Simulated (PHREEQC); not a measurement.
Solution (59 °C): 190 mmol/kgw HF, 81 mmol/kgw (CH3)4NF and 36 mmol/kgw H2SiF6. Closed to the air; pH follows from the charge balance.

Equilibrium calculation in PHREEQC: ion-association model, phreeqc.dat.

Each row changes one thing in this solution. This is a speciation only: nothing precipitates in the calculation.

| case | pH | ionic strength (mol/kgw) | HF (mol/kgw) | HF2- (mol/kgw) | F- (mol/kgw) |
|---|---|---|---|---|---|
| as made | 1.97 | 0.130 | 0.237 | 0.0114 | 0.0109 |
| (CH3)4NF left out | 1.22 | 0.111 | 0.186 | 0.00120 | 0.00148 |
| HF replaced by NH4HF2 at the same molality | 3.06 | 0.308 | 0.175 | 0.0860 | 0.114 |
| H2SiF6 left out | 2.84 | 0.0828 | 0.155 | 0.0335 | 0.0493 |
| H2SiF6 from 0.036 to 0.018 mol/kgw | 2.44 | 0.103 | 0.199 | 0.0230 | 0.0264 |
| H2SiF6 from 0.036 to 0.0396 mol/kgw | 1.87 | 0.137 | 0.243 | 0.00954 | 0.00898 |

(CH3)4N+ isn't in the database: it is added as a free cation with an ion size of 4 Å. At this temperature some constants are extrapolated from 25 °C, and those without enthalpy data are left unchanged. SiF6-2 is the database's only silicon fluoride.
